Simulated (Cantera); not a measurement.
Cantera run:

```python
import numpy as np
import cantera as ct

gas_names = """
    Fe FeO Fe(OH)2 H HNO HNO2 HNO3 HO2 H2 H2O H2O2 N NH NH2 NH3 NH2OH NO NO2 NO3 N2 N2H2 N2H4 N2O O OH
    O2 O3
""".split()
cond_names = """
    Fe(a) Fe(c) Fe(d) Fe(L) FeO(s) FeO(L) Fe(OH)2(s) Fe(OH)3(s) Fe2O3(s) Fe3O4(s) H2O(s) H2O(L)
""".split()


# ... load() reads the species with a 1 bar reference pressure and builds the phases ...
atoms = {
    'Fe2O3': {'Fe': 2, 'O': 3},
    'H2': {'H': 2},
    'N2': {'N': 2},
}
top_T = {'Fe2O3(s)': 1830, 'Fe3O4(s)': 1870}  # K; cautious upper limits of use, not melting points


# ... equilibrate(T, P, feed) seeds the gas with the atoms and calls Mixture.equilibrate('TP', solver="vcs", rtol=1e-11, max_steps=5000) ...
results = []
feed = {'Fe2O3': 1, 'H2': 93, 'N2': 0.36}  # mol
P = 300000  # Pa
for T in [700, 850, 1000, 1150, 1300, 1450, 1600]:
    mix = equilibrate(T, P, feed)
    results.append((T, P, feed, dict(zip(mix.species_names, mix.species_moles))))
    x = sorted(zip(gas.X, gas.species_names), reverse=True)
    print(f"T = {T:g} K  P = {P:g} Pa  gas = {mix.phase_moles(0):.4g} mol")
    print("   x: " + "  ".join(f"{s} {v:.3e}" for v, s in x if v > 1e-06))
    print("   condensed (mol): " + ("  ".join(f"{mix.phase(i).name} {mix.phase_moles(i):.4g}"
          for i in range(1, mix.n_phases) if mix.phase_moles(i) > 1e-12) or "none"))
```

Result:

```
T = 700 K  P = 300000 Pa  gas = 93.22 mol
   x: H2 9.632e-01  H2O 3.218e-02  N2 3.120e-03  NH3 1.484e-03
   condensed (mol): Fe(a) 2
T = 850 K  P = 300000 Pa  gas = 93.33 mol
   x: H2 9.638e-01  H2O 3.214e-02  N2 3.697e-03  NH3 3.204e-04
   condensed (mol): Fe(a) 2
T = 1000 K  P = 300000 Pa  gas = 93.35 mol
   x: H2 9.640e-01  H2O 3.214e-02  N2 3.805e-03  NH3 1.020e-04
   condensed (mol): Fe(a) 2
T = 1150 K  P = 300000 Pa  gas = 93.36 mol
   x: H2 9.640e-01  H2O 3.214e-02  N2 3.835e-03  NH3 4.287e-05
   condensed (mol): Fe(a) 2
T = 1300 K  P = 300000 Pa  gas = 93.36 mol
   x: H2 9.640e-01  H2O 3.213e-02  N2 3.845e-03  NH3 2.184e-05
   condensed (mol): Fe(c) 2
T = 1450 K  P = 300000 Pa  gas = 93.36 mol
   x: H2 9.640e-01  H2O 3.213e-02  N2 3.850e-03  NH3 1.275e-05  H 5.361e-06
   condensed (mol): Fe(c) 2
T = 1600 K  P = 300000 Pa  gas = 93.36 mol
   x: H2 9.640e-01  H2O 3.213e-02  N2 3.852e-03  H 3.082e-05  NH3 8.228e-06
   condensed (mol): Fe(c) 2
```

These are equilibrium values from Cantera (NASA tables, ideal gas, pure condensed phases), not measurements of a reactor. Condensed phases not in the tables: Fe4N.
